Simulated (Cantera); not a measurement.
An isothermal, constant-pressure homogeneous reactor starts with CH4 : H2O = 1 : 2.7 (molar parts), at 1200 K and 470000 Pa. Integrator tolerance rtol = 1e-08.

Cantera simulation using GRI-Mech 3.0 (53 species, 325 reactions); the numbers are that mechanism's predictions, not measurements.

Task: What does this change do: temperature 1200 to 1700 K?

Result: 
```csv
quantity,before,after
x(CH4) at 20.0 s,0.262 (gas-phase equilibrium 0.000830),9.54e-7 (gas-phase equilibrium 1.05e-6)
x(H2O) at 20.0 s,0.726 (gas-phase equilibrium 0.256),0.276 (gas-phase equilibrium 0.276)
x(O) at 20.0 s,<1e-12 (gas-phase equilibrium <1e-12),9.73e-11 (gas-phase equilibrium 9.73e-11)
x(C2H4) at 20.0 s,0.00172 (gas-phase equilibrium 2.31e-9),2.00e-12 (gas-phase equilibrium 2.33e-12)
x(H) at 20.0 s,1.77e-9 (gas-phase equilibrium 6.91e-8),5.07e-5 (gas-phase equilibrium 5.07e-5)
x(CH2O) at 20.0 s,2.54e-7 (gas-phase equilibrium 1.72e-7),1.66e-7 (gas-phase equilibrium 1.66e-7)
```

Task: What does this change do: temperature 1200 to 1775 K?

Result: 
```
quantity                                            before                                      after
-----------------  ---------------------------------------  -----------------------------------------
x(CH4) at 20.0 s    0.262 (gas-phase equilibrium 0.000830)    4.81e-7 (gas-phase equilibrium 5.35e-7)
x(H2O) at 20.0 s       0.726 (gas-phase equilibrium 0.256)        0.277 (gas-phase equilibrium 0.277)
x(O) at 20.0 s       <1e-12 (gas-phase equilibrium <1e-12)  4.44e-10 (gas-phase equilibrium 4.44e-10)
x(C2H4) at 20.0 s  0.00172 (gas-phase equilibrium 2.31e-9)    <1e-12 (gas-phase equilibrium 1.16e-12)
x(H) at 20.0 s     1.77e-9 (gas-phase equilibrium 6.91e-8)    9.95e-5 (gas-phase equilibrium 9.95e-5)
x(CH2O) at 20.0 s  2.54e-7 (gas-phase equilibrium 1.72e-7)    1.65e-7 (gas-phase equilibrium 1.65e-7)
```
